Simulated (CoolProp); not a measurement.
A simple Rankine cycle with carbonyl sulfide: condensing at 306.15 K, boiler at 3.31 MPa, turbine inlet 356.9 K, turbine efficiency 0.75, pump efficiency 0.8, no recuperator. Each further row changes one setting.

Values from CoolProp's reference Helmholtz-energy equation of state, Lemmon 2006. It is a short technical equation, of lower accuracy than the large ones.

```tsv
case	thermal efficiency (%)	net work (kJ/kg)	heat in (kJ/kg)	turbine exit temperature (K)	volume ratio over the turbine
as stated	___	___	253	306.3	2.02
turbine inlet 376.9 K	7.2	19.9	275	327.1	2.00
condensing temperature 298.15 K	8.3	21.9	264	298.1	2.42
boiler pressure 2.32 MPa	4.1	11.0	270	331.7	___
turbine efficiency 0.65	5.8	___	253	309.0	2.05
```

### Question
What belongs in the gaps?

### Answer

- as stated, thermal efficiency (%): 6.9
- as stated, net work (kJ/kg): 17.4
- boiler pressure 2.32 MPa, volume ratio over the turbine: 1.44
- turbine efficiency 0.65, net work (kJ/kg): 14.8

The expansion ends wet for: condensing temperature 298.15 K.
